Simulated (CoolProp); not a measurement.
Model: reference Helmholtz-energy equation of state, Bücker 2006, in CoolProp.

Q: Give the vapour pressure (kPa), vapour density (kg/m³), surface tension (mN/m) of saturated n-butane at -49.35, -44.05, -33.35 °C.

A: 
```csv
T (°C),p (kPa),vapour density (kg/m³),surface tension (mN/m)
-49.35,9.84,0.310,20.8
-44.05,13.4,0.413,20.2
-33.35,23.8,0.705,18.8
```

Surface tension comes from a separate correlation (Mulero 2012).
